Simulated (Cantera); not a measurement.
**Iron carbonyl, mercury and lead vapours: Fe(CO)₅ + N₂**

Charge: 1 mol Fe(CO)₅, 0.77 mol N₂, equilibrated at 2.90 mbar.

These are equilibrium values from Cantera (NASA tables, ideal gas, pure condensed phases), not measurements of a reactor. Candidate condensed phases: C, Fe, Fe(CO)₅, FeO, Fe₂O₃, Fe₃O₄; 27 gas species. Condensed phases not in the tables: cementite and carbon dissolved in iron. Rates play no part.

From 823 K to 1123 K the condensed part is C(graphite) + Fe(α). From 1198 K to 1573 K the condensed part is Fe(γ).

```
T (K)  log p CO  log p N₂  log p CO₂  log p Fe  log p CN  log p C₂N₂  n C(graphite)  n Fe(α)  n Fe(γ)
-----  --------  --------  ---------  --------  --------  ----------  -------------  -------  -------
823       -2.65     -3.38      -3.62      <-14      <-14        <-14          0.442     1.00        0
898       -2.61     -3.41      -4.44      <-14      <-14        <-14         0.0706     1.00        0
973       -2.60     -3.41      -5.20    -14.42      <-14        <-14         0.0125     1.00        0
1048      -2.60     -3.41      -5.85    -12.85      <-14        <-14        0.00278     1.00        0
1123      -2.60     -3.41      -6.42    -11.51      <-14        <-14       0.000758     1.00        0
1198      -2.60     -3.41      -6.91    -10.33      <-14        <-14              0        0     1.00
1273      -2.60     -3.41      -7.34     -9.30    -14.46      -13.81              0        0    1.000
1348      -2.60     -3.41      -7.73     -8.39    -13.46      -13.10              0        0    1.000
1423      -2.60     -3.41      -8.07     -7.57    -12.57      -12.46              0        0    1.000
1498      -2.60     -3.41      -8.37     -6.84    -11.77      -11.89              0        0    1.000
1573      -2.60     -3.41      -8.64     -6.18    -11.04      -11.37              0        0    0.999
```
log p: log10 of the partial pressure in bar; n: condensed amount in mol.
